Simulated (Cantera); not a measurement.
Mixture: H₂ : O₂ : N₂ = 1 : 0.877 : 2.72 (molar parts), at 2.47 atm, adiabatic and at constant volume. Ignition delay is the time to a rise of 400 K.

Model: the H2/O2 subset of GRI-Mech 3.0, which has no nitrogen chemistry, integrated in Cantera. The hydrogen kinetics of GRI-Mech 3.0 are dated; newer H2 mechanisms differ, most at raised pressure. Where the delays flatten at high temperature, the 400 K rule measures the pace of heat release, not the induction time.

```tsv
quantity	before	after
delay at 1250 K	13.6 µs	23.3 µs
delay at 1350 K	8.48 µs	14.5 µs
delay at 1450 K	5.99 µs	10.3 µs
delay at 1550 K	4.62 µs	8.04 µs
delay at 1650 K	3.85 µs	6.83 µs
delay at 1750 K	3.44 µs	6.23 µs
```

Q: Name the change that produced these shifts.
A. constant pressure in place of constant volume
B. H2 1 to 2.2 parts
C. O2 0.877 to 0.37 parts
D. H2 1 to 0.39 parts

A: C, O2 0.877 to 0.37 parts
